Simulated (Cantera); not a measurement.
An adiabatic, constant-volume homogeneous reactor starts with CH₄ : CO : O₂ : N₂ = 1 : 0.45 : 5.3 : 19.9 (molar parts), at 1650 K and 3750 Torr.

Computed with Cantera and GRI-Mech 3.0 (53 species, 325 reactions).

Q: Predict: time of steepest temperature rise; temperature at 1.00 s; equilibrium temperature; x(CO) at 1.00 s; x(O₂) at 1.00 s; x(H₂O) at 1.00 s; x(OH) at 1.00 s; x(N₂O) at 1.00 s.

A: 
```
Quantity                                                            Result
---------------------------------  ---------------------------------------
time of steepest temperature rise                                  66.6 µs
temperature at 1.00 s                                               2626 K
equilibrium temperature                                             2626 K
x(CO) at 1.00 s                    0.00388 (gas-phase equilibrium 0.00388)
x(O₂) at 1.00 s                        0.105 (gas-phase equilibrium 0.105)
x(H₂O) at 1.00 s                     0.0698 (gas-phase equilibrium 0.0698)
x(OH) at 1.00 s                    0.00881 (gas-phase equilibrium 0.00881)
x(N₂O) at 1.00 s                   2.95e-6 (gas-phase equilibrium 2.95e-6)
```
